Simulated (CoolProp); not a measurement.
Vapour pressure (MPa) of CF4 (R14): the reference equation beside estimates from Tc = 227.4 K, pc = 3.762 MPa, ω = 0.178. Clausius-Clapeyron is anchored at 164 K with a constant enthalpy of vaporisation of 10.83 kJ/mol.

Model: reference Helmholtz-energy equation of state, Platzer 1990, in CoolProp. This equation is an older, rougher fit; its heat capacities, sound speeds and derivatives of the liquid may be far off and weren't checked against measurements.

```csv
T (K),reference,Lee-Kesler,Clausius-Clapeyron,Redlich-Kwong
145.5,0.1042,0.1040,0.1178,0.1468
149.2,0.1340,0.1342,0.1471,0.1858
152.9,0.1700,0.1707,0.1817,0.2321
156.6,0.2129,0.2144,0.2221,0.2862
160.3,0.2638,0.2660,0.2691,0.3490
164,0.3233,0.3265,0.3233,0.4211
167.7,0.3924,0.3967,0.3851,0.5033
171.5,0.4743,0.4799,0.4574,0.5990
175.2,0.5657,0.5725,0.5370,0.7037
178.9,0.6695,0.6776,0.6262,0.8206
182.6,0.7869,0.7961,0.7257,0.9503
186.3,0.9188,0.9290,0.8361,1.093
```

Absolute difference from the reference over all 12 rows, mean and median: Lee-Kesler 0.9 and 1.0 %, Clausius-Clapeyron 5.8 and 5.8 %, Redlich-Kwong 29.5 and 29.3 %.
